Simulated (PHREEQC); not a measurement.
PHREEQC input (ion-association model, wateq4f.dat):

```
SOLUTION_SPECIES
  2 NO3- + 12 H+ + 10 e- = N2 + 6 H2O  # shut off: nitrate stays nitrate
    -log_k -100
    -delta_h 0
    -analytic -100
SOLUTION 1
  temp 25
  units mol/kgw
  pH 7 charge
  N(5) 0.01122
  Na 0.011076
  B 0.000152
SOLUTION 2
  temp 25
  units mol/kgw
  pH 7 charge
  N(5) 0.12045
  Pb 0.06
  Na 0.00045
END
SELECTED_OUTPUT 1
  -reset false
  -pH true
  -pe true
  -ionic_strength true
  -water true
  -totals B N Na Pb N(5) N(3) N(0) N(-3)
  -molalities H+ H3BO3 NO3- Na+ Pb+2 H2BO3- NH3 O2 NH4+ OH-
    PbOH+ Pb(OH)2 Pb(OH)3- Pb2OH+3 PbNO3+ Pb3(OH)4+2 NO2- Pb(OH)4-2
  -equilibrium_phases Litharge
PRINT
  -reset false
MIX 1
  1 1
  2 0
EQUILIBRIUM_PHASES 1
  Litharge 0 0
  O2(g) -0.68 10
END
# ... the last block is repeated for the other 10 points of share of solution B
```

Selected output (columns that matter, 11 of 11 rows; share of solution B added in front):

```
share of solution B	pH	mu	B	N	Na	Pb	m_H+	m_H3BO3	m_NO3-	m_Na+	m_Pb+2	m_OH-	m_PbNO3+
0	3.8828	0.01122	0.000152	0.01122	0.011076	0	0.000144	0.000152	0.01122	0.011076	0	8.5356e-11	0
0.1	3.9412	0.026419	0.0001368	0.022143	0.010013	0.006	0.00013027	0.0001368	0.021281	0.010013	0.0051373	1.0261e-10	0.00086194
0.2	3.997	0.04079	0.0001216	0.033066	0.0089508	0.012	0.00011681	0.0001216	0.030928	0.0089508	0.0098601	1.2042e-10	0.0021377
0.3	4.0545	0.054581	0.0001064	0.043989	0.0078882	0.018	0.00010375	0.0001064	0.040285	0.0078882	0.014292	1.4073e-10	0.0037039
0.4	4.1148	0.06792	9.12e-05	0.054912	0.0068256	0.024	9.1252e-05	9.1199e-05	0.049416	0.0068256	0.018497	1.6481e-10	0.0054961
0.5	4.1784	0.080887	7.6e-05	0.065835	0.005763	0.03	7.95e-05	7.5999e-05	0.05836	0.005763	0.022514	1.9387e-10	0.0074746
0.6	4.2447	0.093535	6.08e-05	0.076758	0.0047004	0.036	6.8742e-05	6.0799e-05	0.067145	0.0047004	0.026369	2.2896e-10	0.0096126
0.7	4.3119	0.1059	4.56e-05	0.087681	0.0036378	0.042	5.9246e-05	4.5599e-05	0.07579	0.0036378	0.030083	2.7057e-10	0.01189
0.8	4.3774	0.11803	3.04e-05	0.098604	0.0025752	0.048	5.1234e-05	3.0399e-05	0.08431	0.0025752	0.033669	3.1801e-10	0.014294
0.9	4.4378	0.12992	1.52e-05	0.10953	0.0015126	0.054	4.4789e-05	1.52e-05	0.092717	0.0015126	0.037138	3.6912e-10	0.01681
1	4.4909	0.14161	0	0.12045	0.00045	0.06	3.9808e-05	0	0.10102	0.00045	0.0405	4.2084e-10	0.019431
```

Complexes and solids missing from the database can't appear.
